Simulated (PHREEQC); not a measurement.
A column of 0.2 m (40 cells, dispersivity 0.007 m, 300 s a shift, diffusion coefficient 3e-10 m²/s) holds 0.025 eq of the database's cation exchanger X per kg of pore water, first in equilibrium with 3.7 mmol/kgw MnCl2 and 0.01 mmol/kgw HCl. It is flushed with 0.013 mol SrCl2, 7.5e-05 mol PbCl2 and 1e-05 mol HCl per kg of water, at 40 °C. Values are for the last cell. The system is closed to CO2. Precipitation was switched off in this run.

Equilibrium calculation in PHREEQC: ion-association model, phreeqc.dat.

| pore volumes | Sr in solution (mol/kgw) | Pb in solution (mol/kgw) | Mn in solution (mol/kgw) | Cl in solution (mol/kgw) |
|---|---|---|---|---|
| 0 | 0 | 0 | 0.00370 | 0.00741 |
| 0.1375 | 0 | 0 | 0.00370 | 0.00741 |
| 0.3875 | 0 | 0 | 0.00370 | 0.00741 |
| 0.5125 | 0 | 0 | 0.00376 | 0.00754 |
| 0.7625 | 0 | 0 | 0.00542 | 0.0108 |
| 0.8875 | 1.01e-11 | 1.71e-12 | 0.00720 | 0.0144 |
| 1.137 | 1.87e-7 | 1.85e-8 | … | 0.0211 |
| 1.262 | … | 2.28e-7 | 0.0116 | 0.0233 |
| 1.512 | 0.000197 | … | 0.0125 | 0.0253 |
| 1.637 | 0.000874 | 1.72e-5 | 0.0120 | 0.0258 |
| 1.887 | 0.00577 | 6.10e-5 | 0.00720 | 0.0261 |
| 2.013 | 0.00852 | 7.45e-5 | 0.00446 | 0.0261 |
| 2.138 | 0.0104 | 7.99e-5 | 0.00259 | 0.0261 |
| 2.388 | 0.0122 | 8.04e-5 | 0.000822 | 0.0262 |
| 2.513 | 0.0125 | … | … | 0.0262 |
| 2.763 | 0.0129 | 7.74e-5 | 0.000141 | 0.0262 |
| 2.888 | 0.0129 | 7.67e-5 | 7.79e-5 | 0.0262 |
| 3.138 | 0.0130 | 7.58e-5 | … | 0.0262 |
| 3.263 | 0.0130 | 7.55e-5 | 1.31e-5 | 0.0262 |
| 3.513 | 0.0130 | 7.52e-5 | 3.96e-6 | 0.0262 |
| 3.638 | 0.0130 | 7.52e-5 | 2.18e-6 | 0.0262 |
| 3.888 | 0.0130 | 7.51e-5 | 6.54e-7 | 0.0262 |
| 4.013 | 0.0130 | 7.50e-5 | 3.58e-7 | 0.0262 |

Question: Some entries are withheld; supply them.

Answer: 
- 1.137, Mn in solution (mol/kgw): 0.0106
- 1.262, Sr in solution (mol/kgw): 3.48e-6
- 1.512, Pb in solution (mol/kgw): 5.73e-6
- 2.513, Pb in solution (mol/kgw): 7.93e-5
- 2.513, Mn in solution (mol/kgw): 0.000458
- 3.138, Mn in solution (mol/kgw): 2.38e-5

Species that the database lacks are ignored. At this temperature some constants are extrapolated from 25 °C, and those without enthalpy data are left unchanged.
